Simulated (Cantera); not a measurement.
Feed: 1 mol SiHCl3, 0.057 mol C2H2, 10 mol H2, held at 1600 K and 0.100 bar.

Method: chemical equilibrium by Gibbs-energy minimisation in Cantera with the NASA 1993 tables (ideal gas, pure condensed phases). Candidate condensed phases: C, C6H6, C7H8, C8H18, Si, SiC; 109 gas species. Mutual solubility and eutectic melting of coexisting phases are not modelled. The tables' values for SiCl3, SiCl are old estimates; treat these amounts as uncertain. The numbers say what is thermodynamically allowed, not how fast it happens.

Base state: H2 0.818, HCl 0.118, SiCl2 0.0589, SiCl3 0.00332, SiCl4 0.000462, SiHCl3 0.000461, H 0.000156, SiH2Cl2 7.70e-5 (mole fractions); condensed: Si(s) + SiC(s).

Task: What changes in the equilibrium state with this change: H2 from 10 to 330 mol?

Result: 
```tsv
species	before	after
H2	0.818	0.991
HCl	0.118	0.00852
SiCl2	0.0589	0.000253
SiCl4	0.000462	8.49e-9
SiCl3	0.00332	9.33e-7
Si(s), mol	0.125	0.800
SiC(s), mol	0.114	0.113
```
